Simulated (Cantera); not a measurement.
A closed system holds: 1 mol Si, 5.6 mol HCl, 0.34 mol H2, held at 650 K and 140000 Pa.

Equilibrium computed with Cantera from the NASA thermochemical tables; the gas is ideal and each condensed phase is pure. Candidate condensed phases: Si; 19 gas species. Kinetics and transport are ignored.

Q: What is the equilibrium state?

A: 
```
Quantity                             Result
--------------------------------  ---------
x(H2)                                 0.474
x(HCl)                                0.324
x(SiCl4)                              0.202
x(SiHCl3)                           2.40e-5
gas amount                        4.940 mol
log10 activity of Si(s) (absent)     -14.22
```
